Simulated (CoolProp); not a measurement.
Vinyl chloride along the isotherm -60.55 °C: Z from the reference equation and from simpler models built on Tc = 151.9 °C, pc = 56.00 bar, ω = 0.160; each cubic takes its own stable root.

The numbers come from the reference Helmholtz-energy equation of state, Thol 2022 in CoolProp.

| p (bar) | phase | reference |
|---|---|---|
| 17.5 | liquid | 0.05873 |
| 35 | liquid | 0.1173 |
| 52.5 | liquid | 0.1756 |
| 70 | liquid | 0.2338 |
| 87.5 | liquid | 0.2918 |
| 105 | liquid | 0.3496 |
| 123 | liquid | 0.4089 |
| 140 | liquid | 0.4647 |

Q: How far does each simpler model (van der Waals, Redlich-Kwong, Peng-Robinson) lie from the reference over these 8 states: mean and median of the absolute difference, and the worst?

A: 
- van der Waals: mean 60.2 %, median 60.1 %, worst +61.6 % at -60.55 °C and 17.5 bar
- Redlich-Kwong: mean 8.9 %, median 8.9 %, worst +9.1 % at -60.55 °C and 17.5 bar
- Peng-Robinson: mean 3.8 %, median 3.8 %, worst -3.8 % at -60.55 °C and 17.5 bar
